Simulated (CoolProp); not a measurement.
Properties of R115 along the isotherm 500 K.

Values from CoolProp's reference Helmholtz-energy equation of state, Lemmon 2016.

```tsv
p (MPa)	phase	cp (kJ/(kg K))	isothermal compressibility (1/MPa)	expansivity (1/kK)	fugacity coefficient
0.0247	gas	0.9239	40.52	2.006	0.9993
0.0563	gas	0.9243	17.79	2.014	0.9983
0.128	gas	0.9252	7.843	2.032	0.9962
0.292	gas	0.9273	3.455	2.073	0.9913
0.664	gas	0.9323	1.537	2.171	0.9803
1.51	gas	0.9451	0.6933	2.412	0.9558
3.44	supercritical	0.9815	0.3219	3.058	0.9026
7.82	supercritical	1.082	0.1427	4.440	0.7996
```
